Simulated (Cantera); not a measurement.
An adiabatic, constant-pressure homogeneous reactor starts with 16.9 % CO, 1.30 % H2, 17.2 % O2, 64.6 % N2, at 1275 K and 10.0 bar.

Detailed kinetics in Cantera: GRI-Mech 3.0 (53 species, 325 reactions). The hydrogen kinetics of GRI-Mech 3.0 are dated; newer H2 mechanisms differ, most at raised pressure.

One state of this run: T (K) = 2544; x CO = 0.00886; x H2 = 0.000102; x O2 = 0.0862; x H2O = 0.0127; x O = 0.00168; x OH = 0.00267. x: mole fraction; the columns are a selection and need not sum to one.

Question: Which value of t (s) does it belong to?
A. 2.00e-6
B. 7.06e-6
C. 0.00387
D. 2.49e-5

Answer: C, 0.00387
